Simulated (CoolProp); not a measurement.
Vapour-liquid equilibrium of R125 (1) + R227EA (2) at 308.3 K; x and y are mole fractions of (1).

The numbers come from the multi-fluid Helmholtz-energy mixture model, Lemmon 2005 and Lemmon 2016; pair parameters Bell 2016 in CoolProp.

```csv
x,"bubble pressure, mixture model (kPa)","bubble pressure, Raoult's law (kPa)","y, mixture model","y, Raoult's law"
0.05,…,672.0,…,0.133
0.2,…,847.7,…,0.421
0.35,981.5,1023,0.544,0.610
0.5,…,1199,…,0.744
0.65,1329,1375,0.796,0.844
0.8,1516,1551,…,0.921
0.95,1715,1726,…,0.982
```

Task: Complete the blanks.

Result: 
- 0.05, bubble pressure, mixture model (kPa): 663.3
- 0.05, y, mixture model: 0.107
- 0.2, bubble pressure, mixture model (kPa): 818.7
- 0.2, y, mixture model: 0.360
- 0.5, bubble pressure, mixture model (kPa): 1152
- 0.5, y, mixture model: 0.684
- 0.8, y, mixture model: 0.890
- 0.95, y, mixture model: 0.974

The largest gap from Raoult's law is -4.1 % in bubble pressure, at x = 0.35. No azeotrope shows between x = 0.05 and 0.95.

The pair parameters rest on a limited set of measurements; away from them the model extrapolates.
